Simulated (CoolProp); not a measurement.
A single-stage vapour-compression cycle with the fluid: evaporating at 286.15 K (dew point), condensing at 313.15 K (bubble point), superheat 10 K, subcooling 2 K, compressor efficiency 0.9, no pressure losses. The same conditions are run with several fluids, on thermodynamics alone (safety and materials aside).

Model: reference Helmholtz-energy equation of state of each fluid (n-pentane: Thol 2019; cyclopentane: Gedanitz 2015; cis-2-butene: Lemmon 2005; R1336mzz(E): Akasaka 2023; propylene: Lemmon 2013; hydrogen sulfide: Lemmon 2006), in CoolProp.

| fluid | cooling COP | pressure ratio | discharge temperature (K) | refrigerating effect (kJ/kg) | volumetric capacity (kJ/m³) |
|---|---|---|---|---|---|
| n-pentane | 8.84 | 2.70 | 320.1 | 334 | 428 |
| cyclopentane | 8.95 | 2.87 | 331.1 | 381 | 283 |
| cis-2-butene | 8.77 | 2.37 | 327.8 | 364 | 1240 |
| R1336mzz(E) | 8.53 | 2.56 | 318.3 | 128 | 1120 |
| propylene | 8.10 | 1.95 | 330.3 | 308 | 5160 |
| hydrogen sulfide | 8.01 | 1.93 | 354.4 | 397 | 9360 |
